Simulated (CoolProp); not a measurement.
The numbers come from the reference Helmholtz-energy equation of state, Lemmon 2009 in CoolProp.

Give the vapour pressure (MPa), vapour density (kg/m³), enthalpy of vaporisation (kJ/kg), liquid cp (kJ/(kg K)) of saturated propane at 28.95 °C.


```
T (°C)  p (MPa)  vapour density (kg/m³)  enthalpy of vaporisation (kJ/kg)  liquid cp (kJ/(kg K))
------  -------  ----------------------  --------------------------------  ---------------------
28.95      1.05                    22.8                               329                   2.76
```
